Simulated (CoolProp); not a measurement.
Dry air along the isotherm -121.75 °C: density (kg/m³) from the reference equation and from simpler models built on Tc = -140.6 °C, pc = 3.786 MPa, ω = 0.034; each cubic takes its own stable root.

Values from CoolProp's reference Helmholtz-energy equation of state, Lemmon 2000. It is a pseudo-pure fit of the blend.

```csv
p (MPa),phase,reference,ideal gas,Redlich-Kwong,Peng-Robinson
3.44,gas,103.2,79.16,103.5,106.6
6.88,supercritical,321.6,158.3,309.9,324.6
10.3,supercritical,483.5,237.0,461.6,496.8
13.8,supercritical,551.0,317.5,(withheld),584.9
17.2,supercritical,591.3,395.8,585.7,641.1
20.7,supercritical,621.7,476.3,623.1,684.1
24.1,supercritical,645.2,554.5,652.2,717.5
27.5,supercritical,664.8,(withheld),676.6,745.3
31,supercritical,682.2,713.3,698.1,769.7
34.4,supercritical,697.1,791.6,(withheld),790.4
37.9,supercritical,710.8,872.1,(withheld),809.2
```

Problem. Complete the blanks.

Solution. 
- 13.8, Redlich-Kwong: 537.3
- 27.5, ideal gas: 632.8
- 34.4, Redlich-Kwong: 716.4
- 37.9, Redlich-Kwong: 733.1
